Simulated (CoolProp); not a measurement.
Vapour-liquid equilibrium of R125 (1) + isobutane (2) at 273.1 K; x and y are mole fractions of (1).

Values from CoolProp's multi-fluid Helmholtz-energy mixture model, Lemmon 2005 and Bücker 2006; pair parameters Bell 2016.

**Question.** Give the bubble pressure and the first vapour's composition at x = 0.05, 0.35, 0.725. Is there an azeotrope?

**Answer.** x = 0.05: 244.9 kPa, y = 0.371; x = 0.35: 540.6 kPa, y = 0.756; x = 0.725: 644.2 kPa, y = 0.844. y crosses x between x = 0.875 and 0.95: the model has an azeotrope there.

Pair parameters are fitted to limited data, so mixtures are less certain than the pure fluids. With so large a gap from Raoult's law the liquid may split in two, which this calculation doesn't test in full.
